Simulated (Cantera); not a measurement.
Mixture: 8.36 % CH4, 0.543 % CO, 10.0 % O2, 81.1 % N2, at 1.01 bar, adiabatic and at constant volume. Ignition delay is the time to a rise of 400 K.

Cantera simulation using GRI-Mech 3.0 (53 species, 325 reactions); the numbers are that mechanism's predictions, not measurements.

**Question.** Predict: delay at 1225 K; delay at 1325 K; delay at 1425 K; delay at 1525 K; delay at 1625 K; apparent activation energy between 1525 and 1625 K.

**Answer.** 
* **delay at 1225 K**: 91.3 ms
* **delay at 1325 K**: 23.2 ms
* **delay at 1425 K**: 6.50 ms
* **delay at 1525 K**: 2.05 ms
* **delay at 1625 K**: 0.753 ms
* **apparent activation energy between 1525 and 1625 K**: 210 kJ/mol
